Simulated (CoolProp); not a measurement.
Vapour-liquid equilibrium of R22 (1) + R142b (2) at 235 K; x and y are mole fractions of (1).

The numbers come from the multi-fluid Helmholtz-energy mixture model, Kamei 1995 and Lemmon 2006; pair parameters Bell 2016 in CoolProp.

```json
[
 {"x": "0.05", "bubble pressure (MPa)": "0.03056", "y at the bubble point": "0.180", "dew pressure at overall composition x (MPa)": "0.02737", "liquid density (mol/L)": "12.65"},
 {"x": "0.125", "bubble pressure (MPa)": "0.03672", "y at the bubble point": "0.368", "dew pressure at overall composition x (MPa)": "0.02913", "liquid density (mol/L)": "12.88"},
 {"x": "0.2", "bubble pressure (MPa)": "0.04274", "y at the bubble point": "0.500", "dew pressure at overall composition x (MPa)": "0.03113", "liquid density (mol/L)": "13.12"},
 {"x": "0.275", "bubble pressure (MPa)": "0.04874", "y at the bubble point": "0.601", "dew pressure at overall composition x (MPa)": "0.03341", "liquid density (mol/L)": "13.37"},
 {"x": "0.35", "bubble pressure (MPa)": "0.05482", "y at the bubble point": "0.680", "dew pressure at overall composition x (MPa)": "0.03604", "liquid density (mol/L)": "13.63"},
 {"x": "0.425", "bubble pressure (MPa)": "0.06104", "y at the bubble point": "0.746", "dew pressure at overall composition x (MPa)": "0.03911", "liquid density (mol/L)": "13.89"},
 {"x": "0.5", "bubble pressure (MPa)": "0.06745", "y at the bubble point": "0.800", "dew pressure at overall composition x (MPa)": "0.04272", "liquid density (mol/L)": "14.16"},
 {"x": "0.575", "bubble pressure (MPa)": "0.07407", "y at the bubble point": "0.846", "dew pressure at overall composition x (MPa)": "0.04705", "liquid density (mol/L)": "14.44"},
 {"x": "0.65", "bubble pressure (MPa)": "0.08092", "y at the bubble point": "0.885", "dew pressure at overall composition x (MPa)": "0.05233", "liquid density (mol/L)": "14.74"},
 {"x": "0.725", "bubble pressure (MPa)": "0.08797", "y at the bubble point": "0.918", "dew pressure at overall composition x (MPa)": "0.05893", "liquid density (mol/L)": "15.03"},
 {"x": "0.8", "bubble pressure (MPa)": "0.09519", "y at the bubble point": "0.946", "dew pressure at overall composition x (MPa)": "0.06745", "liquid density (mol/L)": "15.34"},
 {"x": "0.875", "bubble pressure (MPa)": "0.1025", "y at the bubble point": "0.970", "dew pressure at overall composition x (MPa)": "0.07905", "liquid density (mol/L)": "15.66"},
 {"x": "0.95", "bubble pressure (MPa)": "0.1098", "y at the bubble point": "0.989", "dew pressure at overall composition x (MPa)": "0.09633", "liquid density (mol/L)": "15.99"}
]
```

No azeotrope shows between x = 0.05 and 0.95.

Pair parameters are fitted to limited data, so mixtures are less certain than the pure fluids.
